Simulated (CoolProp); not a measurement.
The fluid at 293.15 K and 11.1 MPa flows at 2.3 m/s in a round tube of 10 mm bore and 0.25 µm roughness, fully developed (64/Re and Nu = 3.66 if laminar; Colebrook and Gnielinski if turbulent). The same conditions are run with several fluids, on thermodynamics alone (safety and materials aside).

The numbers come from the reference Helmholtz-energy equation of state of each fluid (CH2F2 (R32): Tillner-Roth 1997; toluene: Lemmon 2006; propylene: Lemmon 2013; n-pentane: Thol 2019; R507A: Lemmon 2003) in CoolProp. Blends and air are pseudo-pure fits.

```
fluid        Reynolds number  Darcy friction factor  pressure drop (Pa/m)  heat-transfer coefficient (W/(m² K))  mass flow (kg/h)
-----------  ---------------  ---------------------  --------------------  ------------------------------------  ----------------
CH2F2 (R32)           170000                 0.0163                  4430                                  6770                 …
toluene                31300                 0.0233                  5400                                  3120               569
propylene             108000                      …                  2550                                  4630               351
n-pentane              67100                 0.0197                     …                                  4050                 …
R507A                      …                 0.0167                  5070                                  4430               745
```

### Question
Complete the blanks.

### Answer

- CH2F2 (R32), mass flow (kg/h): 668
- propylene, Darcy friction factor: 0.0179
- n-pentane, pressure drop (Pa/m): 3330
- n-pentane, mass flow (kg/h): 415
- R507A, Reynolds number: 150000

Transport values come from each fluid's own correlations; those of CH2F2 (R32), propylene, n-pentane are estimates that may be off by 10 % or more.
